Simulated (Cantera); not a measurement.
An isothermal, constant-pressure homogeneous reactor starts with C3H8 : H2 = 6.9 : 1.5 (molar parts), at 1525 K and 20.0 Torr.

Cantera simulation using GRI-Mech 3.0 (53 species, 325 reactions); the numbers are that mechanism's predictions, not measurements. GRI-Mech 3.0 was tuned for natural gas; its chemistry of propane as a main component is partial and can be far from experiment. GRI-Mech 3.0 stops at C3 and has no aromatics, soot or wall deposition, so with more carbon than oxygen in the feed, carbon stays in small species such as C2H2 where larger ones or solid carbon would form. Radical loss at walls, strong at low pressure, is not modelled.

One state of this run: x C3H8 = 1.65e-8; x H2 = 0.444; x CH3 = 0.000307; x C2H = 4.66e-8; x H = 3.53e-5; x CH2 = 1.88e-8. x: mole fraction; the columns are a selection and need not sum to one.

Question: Which value of t (s) does it belong to?
A. 0.0511
B. 2.00e-5
C. 0.000274
D. 0.00374

Answer: A, 0.0511
